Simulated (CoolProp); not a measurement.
R236EA along the isotherm 412 K: fugacity coefficient from the reference equation and from simpler models built on Tc = 412.4 K, pc = 3.414 MPa, ω = 0.368; each cubic takes its own stable root.

Model: reference Helmholtz-energy equation of state, Rui 2013, in CoolProp.

| p (MPa) | phase | reference |
|---|---|---|
| 0.107 | gas | 0.9892 |
| 0.213 | gas | 0.9785 |
| 0.32 | gas | 0.9678 |
| 0.427 | gas | 0.9571 |
| 0.533 | gas | 0.9465 |
| 0.64 | gas | 0.9359 |
| 0.747 | gas | 0.9254 |
| 0.853 | gas | 0.9149 |
| 0.96 | gas | 0.9044 |
| 1.07 | gas | 0.8936 |
| 1.17 | gas | 0.8838 |
| 1.28 | gas | 0.8731 |
| 1.39 | gas | 0.8624 |
| 1.49 | gas | 0.8527 |
| 1.6 | gas | 0.8420 |
| 1.71 | gas | 0.8313 |

Task: How far does each simpler model (van der Waals, Peng-Robinson) lie from the reference over these 16 states: mean and median of the absolute difference, and the worst?

Result: 
- van der Waals: mean 1.3 %, median 1.3 %, worst +2.5 % at 412 K and 1.71 MPa
- Peng-Robinson: mean 0.9 %, median 0.9 %, worst -1.6 % at 412 K and 1.71 MPa
